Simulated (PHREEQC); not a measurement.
Make-up at 20 °C: 0.026 mol/kgw HNO3, 0.034 mol/kgw KNO3 and 0.0027 mol/kgw CuSO4. Closed to the air; pH follows from the charge balance.

Computed with PHREEQC (ion-association model, phreeqc.dat).

### Question
The ionic strength comes out as 0.0677 mol/kgw. What activity coefficients do Cu+2, NO3-, SO4-2, K+, HSO4- get?

### Answer
Cu+2 0.45, NO3- 0.79, SO4-2 0.42, K+ 0.79, HSO4- 0.81.

Precipitation was switched off in this run. Complexes and solids missing from the database can't appear.
